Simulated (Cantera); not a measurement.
**Stirred combustor or abatement burner**

A perfectly stirred reactor is fed with 14.2 % H2, 8.85 % O2, 77.0 % N2, equivalence ratio 0.80, at 0.350 bar; it is adiabatic with a 625 K inlet, and is followed from long to short residence time, starting on the burning branch (τ in s: 0.44, 0.16, 0.059, 0.022, 0.0081, 0.003, 0.0011, 0.00041, 0.00015, 5.6e-05).

Computed with Cantera and GRI-Mech 3.0 (53 species, 325 reactions).

```csv
τ (s),T (K),x H2,x O2,x NO2,x H2O,x NO,x H2O2,x H
0.44,1683,0.000745,0.0190,4.07e-9,0.151,1.50e-5,5.72e-8,0.000132
0.16,1674,0.00141,0.0191,2.43e-9,0.150,1.26e-5,8.83e-8,0.000349
0.059,1656,0.00255,0.0195,1.64e-9,0.148,1.21e-5,1.35e-7,0.000888
0.022,1626,0.00436,0.0202,1.31e-9,0.145,1.34e-5,2.10e-7,0.00211
0.0081,1575,0.00693,0.0215,1.16e-9,0.140,1.56e-5,3.44e-7,0.00469
0.0030,1499,0.0101,0.0235,9.87e-10,0.133,1.62e-5,5.88e-7,0.00931
0.0011,1394,0.0138,0.0264,7.11e-10,0.125,1.30e-5,9.63e-7,0.0164
0.00041,1264,0.0206,0.0315,3.61e-10,0.113,7.01e-6,1.22e-6,0.0243
0.00015,625,0.142,0.0885,<1e-12,<1e-12,<1e-12,<1e-12,<1e-12
5.6e-5,625,0.142,0.0885,<1e-12,<1e-12,<1e-12,<1e-12,<1e-12
```
x: mole fraction; the columns are a selection and need not sum to one.
